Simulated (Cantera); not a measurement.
An isothermal, constant-pressure homogeneous reactor starts with 9.01 % NH3, 90.1 % N2, 0.865 % H2, at 1675 K and 3000 Pa.

Cantera simulation using the gas-phase N/H chemistry of the illustrative SiF4/NH3 mechanism in the Surface Chemkin manual (1991); the numbers are that mechanism's predictions, not measurements. Walls and surfaces, which speed up NH3 decomposition in real reactors, are not modelled.

Task: Predict: x(NH3) at 10.0 s; x(H2) at 10.0 s; x(N) at 10.0 s; x(NH2) at 10.0 s; x(H) at 10.0 s.

Result: 
- x(NH3) at 10.0 s: 0.0541 (gas-phase equilibrium 5.11e-8)
- x(H2) at 10.0 s: 0.0579 (gas-phase equilibrium 0.132)
- x(N) at 10.0 s: 1.33e-7 (gas-phase equilibrium 1.80e-11)
- x(NH2) at 10.0 s: 5.37e-5 (gas-phase equilibrium 2.37e-10)
- x(H) at 10.0 s: 2.31e-5 (gas-phase equilibrium 0.000245)
